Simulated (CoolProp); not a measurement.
Vapour-liquid equilibrium of methane (1) + ethane (2) at 142.4 K; x and y are mole fractions of (1).

The numbers come from the multi-fluid Helmholtz-energy mixture model, Setzmann 1991 and Bücker 2006; pair parameters Kunz 2012 in CoolProp.

Q: Give the bubble pressure and the first vapour's composition at x = 0.15, 0.45, 0.75. Is there an azeotrope?

A: x = 0.15: 1.382 bar, y = 0.968; x = 0.45: 3.596 bar, y = 0.990; x = 0.75: 5.478 bar, y = 0.996. No azeotrope shows between x = 0.05 and 0.95.

The pair parameters rest on a limited set of measurements; away from them the model extrapolates. The gap from Raoult's law changes sign with composition, which may be real or a fault of the pair parameters; it wasn't checked against measurements.
